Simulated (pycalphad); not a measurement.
# Phase fractions of Al-10.07Si-6.012Fe (wt.%)

CALPHAD calculation (pycalphad, COST 507 light-alloy database (1999)), 1 atm. The data set is of 1999 and partly superseded. Phase fractions are per mole of atoms.

```tsv
T (°C)	LIQUID	ALFESI_ALPHA	ALFESI_BETA	FCC_A1	DIAMOND_A4
737	1.000	-	-	-	-
657	0.872	-	0.128	-	-
577	0.571	-	0.190	0.239	-
497	-	-	0.201	0.735	0.065
417	-	-	0.201	…	…
337	-	-	0.201	…	…
257	-	-	0.201	0.729	0.070
```

Task: Fill in the missing entries.

Result: 
- 417, FCC_A1: 0.731
- 417, DIAMOND_A4: 0.068
- 337, FCC_A1: 0.730
- 337, DIAMOND_A4: 0.069

Database names, with the compositions (at.%) that they take in these runs: ALFESI_ALPHA: Al 72 Fe 19 Si 9; ALFESI_BETA: Al 70 Si 15 Fe 15. FCC_A1 is fcc; DIAMOND_A4 is diamond (Si).
